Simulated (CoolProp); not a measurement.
A single-stage vapour-compression cycle with carbonyl sulfide: evaporating at 211.15 K (dew point), condensing at 253.15 K (bubble point), superheat 10 K, subcooling 5 K, compressor efficiency 0.8, no pressure losses. Each further row changes one setting.

Computed with CoolProp (reference Helmholtz-energy equation of state, Lemmon 2006). It is a short technical equation, of lower accuracy than the large ones.

```json
[
 {"case": "as stated", "cooling COP": "3.39", "pressure ratio": "6.03", "discharge temperature (K)": "345.7", "refrigerating effect (kJ/kg)": "279", "volumetric capacity (kJ/m³)": "523"},
 {"case": "evaporating temperature 216.15 K", "cooling COP": "4.03", "pressure ratio": "4.68", "discharge temperature (K)": "332.7", "refrigerating effect (kJ/kg)": "282", "volumetric capacity (kJ/m³)": "669"},
 {"case": "condensing temperature 248.15 K", "cooling COP": "3.92", "pressure ratio": "5.05", "discharge temperature (K)": "332.0", "refrigerating effect (kJ/kg)": "285", "volumetric capacity (kJ/m³)": "535"},
 {"case": "subcooling 10 K", "cooling COP": "3.47", "pressure ratio": "6.03", "discharge temperature (K)": "345.7", "refrigerating effect (kJ/kg)": "285", "volumetric capacity (kJ/m³)": "535"},
 {"case": "superheat 20 K", "cooling COP": "3.32", "pressure ratio": "6.03", "discharge temperature (K)": "359.0", "refrigerating effect (kJ/kg)": "285", "volumetric capacity (kJ/m³)": "511"},
 {"case": "compressor efficiency 0.7", "cooling COP": "2.97", "pressure ratio": "6.03", "discharge temperature (K)": "361.2", "refrigerating effect (kJ/kg)": "279", "volumetric capacity (kJ/m³)": "523"}
]
```
